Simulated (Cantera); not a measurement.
Input: 1 mol SiCl₄, 0.036 mol HCl, 760 mol H₂, 0.0019 mol N₂, at 0.670 bar.

Equilibrium computed with Cantera from the NASA thermochemical tables; the gas is ideal and each condensed phase is pure. Candidate condensed phases: NH₄Cl, Si, Si₃N₄; 28 gas species. The tables' values for SiCl are old estimates; treat these amounts as uncertain. Gases not in the tables: Si₂H₆ and higher silanes. Kinetics and transport are ignored.

log p: log10 of the partial pressure in bar; n: condensed amount in mol.

```json
[
 {"T (°C)": "1200", "log p H₂": "-0.18", "log p H": "-4.99", "log p HCl": "-2.46", "log p Si": "-8.26", "log p SiH₂": "-6.15", "n Si(s)": "0.931", "n Si(l)": "0"},
 {"T (°C)": "1350", "log p H₂": "-0.18", "log p H": "[?]", "log p HCl": "-2.47", "log p Si": "[?]", "log p SiH₂": "[?]", "n Si(s)": "0.922", "n Si(l)": "0"},
 {"T (°C)": "1500", "log p H₂": "-0.18", "log p H": "[?]", "log p HCl": "-2.46", "log p Si": "[?]", "log p SiH₂": "[?]", "n Si(s)": "0", "n Si(l)": "0.909"},
 {"T (°C)": "1650", "log p H₂": "-0.18", "log p H": "-3.11", "log p HCl": "-2.46", "log p Si": "-4.77", "log p SiH₂": "-4.35", "n Si(s)": "0", "n Si(l)": "0.858"},
 {"T (°C)": "1800", "log p H₂": "-0.18", "log p H": "-2.67", "log p HCl": "-2.46", "log p Si": "-4.00", "log p SiH₂": "-3.98", "n Si(s)": "0", "n Si(l)": "0.653"},
 {"T (°C)": "1950", "log p H₂": "-0.18", "log p H": "-2.28", "log p HCl": "-2.47", "log p Si": "-3.36", "log p SiH₂": "-3.68", "n Si(s)": "0", "n Si(l)": "0"},
 {"T (°C)": "2100", "log p H₂": "-0.18", "log p H": "-1.95", "log p HCl": "-2.46", "log p Si": "-3.25", "log p SiH₂": "-3.88", "n Si(s)": "0", "n Si(l)": "0"},
 {"T (°C)": "2250", "log p H₂": "-0.19", "log p H": "-1.65", "log p HCl": "-2.47", "log p Si": "-3.20", "log p SiH₂": "-4.09", "n Si(s)": "0", "n Si(l)": "0"},
 {"T (°C)": "2400", "log p H₂": "-0.20", "log p H": "-1.39", "log p HCl": "-2.48", "log p Si": "-3.17", "log p SiH₂": "-4.31", "n Si(s)": "0", "n Si(l)": "0"}
]
```

**Question.** What belongs in the gaps?

**Answer.** 
- 1350, log p H: -4.25
- 1350, log p Si: -6.81
- 1350, log p SiH₂: -5.37
- 1500, log p H: -3.63
- 1500, log p Si: -5.67
- 1500, log p SiH₂: -4.78
